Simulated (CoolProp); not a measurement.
Vapour pressure (bar) of nitrogen: the reference equation beside estimates from Tc = 126.2 K, pc = 33.96 bar, ω = 0.037. Clausius-Clapeyron is anchored at 80 K with a constant enthalpy of vaporisation of 5.482 kJ/mol.

The numbers come from the reference Helmholtz-energy equation of state, Span 2000 in CoolProp.

| T (K) | reference | Clausius-Clapeyron | van der Waals |
|---|---|---|---|
| 74.5 | 0.7137 | 0.7449 | 2.685 |
| 80 | 1.369 | 1.369 | 4.024 |
| 85.6 | 2.424 | 2.347 | 5.787 |
| 91.2 | 3.989 | 3.766 | 7.995 |
| 96.8 | 6.190 | 5.721 | 10.69 |
| 102.3 | 9.096 | 8.251 | 13.84 |
| 107.9 | 12.95 | 11.53 | 17.59 |
| 113.5 | 17.86 | 15.58 | 21.91 |

Absolute difference from the reference over all 8 rows, mean and median: Clausius-Clapeyron 6.7 and 6.6 %, van der Waals 111.6 and 86.6 %.
